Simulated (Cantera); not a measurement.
Ignition delay

Mixture: 19.7 % H2, 13.2 % O2, 67.1 % N2, equivalence ratio 0.75, at 42000 Pa, adiabatic and at constant volume. Ignition delay is the time to a rise of 400 K.

Model: the H2/O2 subset of GRI-Mech 3.0, which has no nitrogen chemistry, integrated in Cantera. Where the delays flatten at high temperature, the 400 K rule measures the pace of heat release, not the induction time.

```json
[
 {"T0 (K)": "1025", "delay (ms)": "0.396"},
 {"T0 (K)": "1100", "delay (ms)": "0.231"},
 {"T0 (K)": "1175", "delay (ms)": "0.155"},
 {"T0 (K)": "1250", "delay (ms)": "0.115"},
 {"T0 (K)": "1325", "delay (ms)": "0.0936"},
 {"T0 (K)": "1400", "delay (ms)": "0.0822"},
 {"T0 (K)": "1475", "delay (ms)": "0.0774"},
 {"T0 (K)": "1550", "delay (ms)": "0.0770"}
]
```
